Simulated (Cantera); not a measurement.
Charge: 1 mol Si₃N₄, 0.33 mol N₂O, 17 mol N₂.

Cantera equilibrium calculation (NASA polynomials, part measured and part estimated; ideal gas, pure solids and liquids). Candidate condensed phases: Si, SiO₂, Si₂N₂O, Si₃N₄; 16 gas species. Mutual solubility and eutectic melting of coexisting phases are not modelled. The numbers say what is thermodynamically allowed, not how fast it happens.

Question: What condenses at these points (T in K, P in Pa): (1350, 1000000); (1400, 1.5); (1350, 0.10); (1550, 320)?

Answer: 
| T (K) | P in Pa | condensed phases | Si condensed (%) |
|---|---|---|---|
| 1350 | 1000000 | Si₂N₂O + Si₃N₄ | 100.0 |
| 1400 | 1.5 | Si₂N₂O + Si₃N₄ | 98.2 |
| 1350 | 0.10 | Si | 88.9 |
| 1550 | 320 | Si₂N₂O + Si₃N₄ | 99.8 |
